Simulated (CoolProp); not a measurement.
Vapour-liquid equilibrium of CH2F2 (R32) (1) + R227EA (2) at -99.65 °C; x and y are mole fractions of (1).

Computed with CoolProp (multi-fluid Helmholtz-energy mixture model, Tillner-Roth 1997 and Lemmon 2016; pair parameters Bell 2016).

```csv
x,bubble pressure (MPa),y at the bubble point,dew pressure at overall composition x (MPa),liquid density (mol/L)
0.05,0.0006510,…,0.0003154,10.95
0.2,0.001658,0.854,0.0003716,…
0.35,…,0.915,0.0004521,13.57
0.5,0.002906,0.939,0.0005771,15.32
0.65,0.003217,0.953,…,17.52
0.8,…,0.966,0.001292,20.35
0.95,0.003801,0.988,0.003157,24.15
```

Problem. Fill in the missing entries.

Solution. 
- 0.05, y at the bubble point: 0.562
- 0.2, liquid density (mol/L): 12.14
- 0.35, bubble pressure (MPa): 0.002420
- 0.65, dew pressure at overall composition x (MPa): 0.0007979
- 0.8, bubble pressure (MPa): 0.003479

No azeotrope shows between x = 0.05 and 0.95.

The pair parameters rest on a limited set of measurements; away from them the model extrapolates. With so large a gap from Raoult's law the liquid may split in two, which this calculation doesn't test in full.
